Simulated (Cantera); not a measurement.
Input: 1 mol Si3N4, 0.0013 mol O2, 140 mol N2, 0.3 mol N2O, at 13.3 mbar.

Cantera equilibrium calculation (NASA polynomials, part measured and part estimated; ideal gas, pure solids and liquids). Candidate condensed phases: Si, SiO2, Si2N2O, Si3N4; 16 gas species. Equilibrium is a limit: real reactors are often held back by kinetics, nucleation or transport.

Task: At 1700 K, list the 3 most abundant gas species with their mole fractions, and the condensed phases.

Result: N2 0.998, SiO 0.00215, Si 1.22e-5. Condensed: Si3N4(s).
